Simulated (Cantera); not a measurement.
# n-butane + CO2 + H2 (carbon deposition, reforming and gasification)

Feed: 1 mol n-butane, 0.99 mol CO2, 4.8 mol H2, equilibrated at 1000 Pa.

These are equilibrium values from Cantera (NASA tables, ideal gas, pure condensed phases), not measurements of a reactor. Candidate condensed phases: C, C6H6, C7H8, C8H18, H2O; 131 gas species. Ions and electrons are included (thermal ionisation). Equilibrium is a limit: real reactors are often held back by kinetics, nucleation or transport.

```tsv
T (K)	x H	x H2	x CO	x C	x C3	x C2H2 (acetylene)	x C2	n C(graphite)
2500	0.201	0.640	0.151	1.66e-5	4.97e-5	0.00693	4.58e-6	2.82
3000	0.661	0.175	0.105	0.00507	0.0312	0.0109	0.00317	0.270
3500	0.812	0.0189	0.0860	0.0536	0.0172	0.000132	0.0107	0
4000	0.798	0.00250	0.0811	0.115	0.000525	4.56e-7	0.00350	0
4500	0.797	0.000531	0.0802	0.122	7.09e-6	1.99e-9	0.000510	0
5000	0.792	0.000152	0.0739	0.127	2.24e-7	2.53e-11	0.000108	0
```
x: gas mole fraction; n: condensed amount in mol.

From 2500 K to 3000 K the condensed part is C(graphite). From 3500 K to 5000 K nothing is condensed. The main C-bearing gas is CO at 2500 K and C at 5000 K.
